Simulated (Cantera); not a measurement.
Input (Python, Cantera) and output of one run.

```python
import numpy as np
import cantera as ct

gas_names = """
    H HO2 H2 H2O H2O2 O OH O2 O3 Pb PbO Pb2
""".split()
cond_names = """
    H2O(s) H2O(L) Pb(cr) Pb(L) PbO(rd) PbO(yw) PbO(L) PbO2(s) Pb3O4(s)
""".split()


def load(file, names, dense=False):
    # The tables refer to 1 bar. Condensed volumes are neglected.
    table = {s.name: s for s in ct.Species.list_from_file(file)}
    out = []
    for n in names:
        d = dict(table[n].input_data)
        d["thermo"] = dict(d["thermo"], **{"reference-pressure": 1e5})
        if dense:
            d["equation-of-state"] = {"model": "constant-volume", "density": "1e6 g/cm^3"}
        out.append(ct.Species.from_dict(d))
    return out


gas = ct.Solution(thermo="ideal-gas", species=load("nasa_gas.yaml", gas_names))
cond = {s.name: ct.Solution(thermo="fixed-stoichiometry", species=[s], name=s.name)
        for s in load("nasa_condensed.yaml", cond_names, dense=True)}
atoms = {
    'PbO': {'Pb': 1, 'O': 1},
    'H2': {'H': 2},
}
top_T = {'Pb3O4(s)': 820}  # K; cautious upper limits of use, not melting points


def equilibrate(T, P, feed):
    n = {}
    for name, mol in feed.items():
        for a, k in atoms[name].items():
            n[a] = n.get(a, 0.0) + k * mol
    gas.TPX = T, P, n
    mass = sum(n.values()) * gas.mean_molecular_weight
    gas.equilibrate("TP")
    valid = [c for c in cond.values() if c.min_temp <= T <= top_T.get(c.name, c.max_temp)]
    mix = ct.Mixture([(gas, mass / gas.mean_molecular_weight)] + [(c, 0.0) for c in valid])
    mix.T, mix.P = T, P
    mix.equilibrate("TP", solver="vcs", rtol=1e-11, max_steps=5000)
    return mix


results = []
feed = {'PbO': 1, 'H2': 0.16}  # mol
P = 133.322  # Pa
for T in [698, 748, 798, 848, 898, 948, 998]:
    mix = equilibrate(T, P, feed)
    results.append((T, P, feed, dict(zip(mix.species_names, mix.species_moles))))

top = {s: max(r[3][s] / sum(r[3][g] for g in gas_names) for r in results) for s in gas_names}
cols = sorted((s for s in top if top[s] > 0.0001), key=lambda s: -top[s])[:7]
seen = [c for c in cond_names if any(r[3].get(c, 0) > 1e-12 for r in results)]
print("log10 of partial pressures in bar; condensed amounts in mol")
print(f"{'T/K':>10s}" + "".join(f"{s[:9]:>10s}" for s in cols + seen))
for T, P, feed, n in results:
    ng = sum(n[g] for g in gas_names)
    print(f"{T:10.4g}" + "".join(f"{np.log10(max(n[s] / ng * P / 1e5, 1e-99)):10.3f}" for s in cols)
          + "".join(f"{n.get(c, 0):10.4g}" for c in seen))
```

Output:

```
log10 of partial pressures in bar; condensed amounts in mol
       T/K       H2O        Pb       PbO        H2     Pb(L)   PbO(rd)   PbO(yw)
       698    -2.875    -8.993   -12.841    -7.320      0.16      0.84         0
       748    -2.875    -8.058   -11.430    -7.194      0.16      0.84         0
       798    -2.875    -7.242   -10.201    -7.079      0.16         0      0.84
       848    -2.875    -6.524    -9.120    -6.975      0.16         0      0.84
       898    -2.876    -5.888    -8.163    -6.880    0.1598         0      0.84
       948    -2.877    -5.320    -7.310    -6.793    0.1594         0      0.84
       998    -2.880    -4.810    -6.545    -6.715    0.1581         0      0.84
```

These are equilibrium values from Cantera (NASA tables, ideal gas, pure condensed phases), not measurements of a reactor.
